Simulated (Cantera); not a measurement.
Thermodynamics of boron, boron nitride and boron oxide, feed B2O3 + N2 + H2

A closed system holds: 1 mol B2O3, 48 mol N2, a varied amount of H2, held at 1.00 bar.

These are equilibrium values from Cantera (NASA tables, ideal gas, pure condensed phases), not measurements of a reactor. Candidate condensed phases: B, BN, B2O3, B3O3H3, H2O; 39 gas species. N2 is the only nitrogen source here; it is nearly inert below about 1500 K, so the nitride shown seldom forms there in practice. Mutual solubility and eutectic melting of coexisting phases are not modelled. Equilibrium is a limit: real reactors are often held back by kinetics, nucleation or transport.

Stable condensed phases:

```
T in K \ n(H2) in mol
         2.6 3.8 5.6 8.3  12  18  26  39  57  83
   2373    A   A   A   A   A   A   A   A   A   A
   2298    A   A   A   A   A   A   A   A   A   A
   2223    A   A   A   A   A   A   A   A   A   A
   2148    A   A   A   A   A   A   A   A   A   A
   2073    A   A   A   A   A   A   A   A   A   A
   1998    A   A   A   A   A   A   A   A   A   A
   1923    A   A   B   B   B   B   A   A   A   A
   1848    C   C   C   C   C   B   B   B   B   B
   1773    C   C   C   C   C   C   C   C   B   B
   1698    C   C   C   C   C   C   C   C   C   C
   1623    C   C   C   C   C   C   C   C   C   C
   1548    C   C   C   C   C   C   C   C   C   C
   1473    C   C   C   C   C   C   C   C   C   C
```

A: gas only; B: BN; C: BN + B2O3.
